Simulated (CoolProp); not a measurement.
Computed with CoolProp (reference Helmholtz-energy equation of state, Leachman 2009).

Problem. For normal hydrogen, give the phase and the cp (kJ/(kg K)), conductivity (mW/(m K)), Prandtl number at 85.1 K and 101 kPa; 143.6 K and 101 kPa; 158.3 K and 101 kPa.

Solution. 
- 85.1 K and 101 kPa: gas; cp 10.8, conductivity 59.2, Prandtl number 0.670
- 143.6 K and 101 kPa: gas; cp 12.4, conductivity 96.9, Prandtl number 0.687
- 158.3 K and 101 kPa: gas; cp 12.8, conductivity 107, Prandtl number 0.688

Viscosity comes from a separate model (Muzny 2013). Thermal conductivity comes from a separate model (Assael 2011).
